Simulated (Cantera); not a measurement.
An adiabatic, constant-pressure homogeneous reactor starts with CH₃OH : O₂ : N₂ = 1 : 1.5 : 5.64 (molar parts), at 1225 K and 173 Torr.

Model: GRI-Mech 3.0 (53 species, 325 reactions), integrated in Cantera. GRI-Mech 3.0 was tuned for natural gas; its chemistry of methanol as a main component is partial and can be far from experiment.

Question: Predict: time of steepest temperature rise; temperature at 7.00 s; equilibrium temperature; x(O₂) at 7.00 s; x(H) at 7.00 s; x(CO₂) at 7.00 s; x(H₂) at 7.00 s.

Answer: 
```json
{
  "time_of_steepest_temperature_rise": "24.9 ms",
  "temperature at 7.00 s": "2518 K",
  "equilibrium_temperature": "2518 K",
  "x(O₂) at 7.00 s": "0.0212 (gas-phase equilibrium 0.0212)",
  "x(H) at 7.00 s": "0.00762 (gas-phase equilibrium 0.00762)",
  "x(CO₂) at 7.00 s": "0.0701 (gas-phase equilibrium 0.0701)",
  "x(H₂) at 7.00 s": "0.0179 (gas-phase equilibrium 0.0179)"
}
```
